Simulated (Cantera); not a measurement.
A perfectly stirred reactor is fed with CH4 : H2O = 1 : 1.1 (molar parts), at 100000 Pa; it is held at 1475 K, and followed from long to short residence time.

Computed with Cantera and GRI-Mech 3.0 (53 species, 325 reactions).

x: mole fraction; the columns are a selection and need not sum to one.

```json
[
 {"τ (s)": "0.38", "x CH4": "0.312", "x H2O": "0.463", "x CH2O": "1.70e-6", "x CH2CO": "(withheld)", "x O": "1.74e-12", "x C2H": "1.40e-9"},
 {"τ (s)": "0.15", "x CH4": "0.379", "x H2O": "0.490", "x CH2O": "2.59e-6", "x CH2CO": "(withheld)", "x O": "2.62e-12", "x C2H": "8.43e-10"},
 {"τ (s)": "0.061", "x CH4": "0.426", "x H2O": "0.508", "x CH2O": "3.38e-6", "x CH2CO": "(withheld)", "x O": "3.69e-12", "x C2H": "3.97e-10"},
 {"τ (s)": "0.024", "x CH4": "0.455", "x H2O": "0.518", "x CH2O": "3.56e-6", "x CH2CO": "(withheld)", "x O": "4.42e-12", "x C2H": "1.17e-10"},
 {"τ (s)": "0.0098", "x CH4": "0.468", "x H2O": "0.522", "x CH2O": "2.74e-6", "x CH2CO": "(withheld)", "x O": "4.09e-12", "x C2H": "1.99e-11"},
 {"τ (s)": "0.0039", "x CH4": "0.473", "x H2O": "0.523", "x CH2O": "1.38e-6", "x CH2CO": "(withheld)", "x O": "2.92e-12", "x C2H": "1.66e-12"},
 {"τ (s)": "0.0016", "x CH4": "0.475", "x H2O": "0.524", "x CH2O": "4.90e-7", "x CH2CO": "4.73e-10", "x O": "1.83e-12", "x C2H": "<1e-12"},
 {"τ (s)": "0.00063", "x CH4": "0.476", "x H2O": "0.524", "x CH2O": "1.34e-7", "x CH2CO": "1.14e-11", "x O": "1.09e-12", "x C2H": "<1e-12"},
 {"τ (s)": "0.00026", "x CH4": "0.476", "x H2O": "0.524", "x CH2O": "3.27e-8", "x CH2CO": "<1e-12", "x O": "<1e-12", "x C2H": "<1e-12"}
]
```

### Question
What belongs in the gaps?

### Answer

- 0.38, x CH2CO: 2.29e-5
- 0.15, x CH2CO: 1.58e-5
- 0.061, x CH2CO: 7.92e-6
- 0.024, x CH2CO: 2.17e-6
- 0.0098, x CH2CO: 2.71e-7
- 0.0039, x CH2CO: 1.40e-8
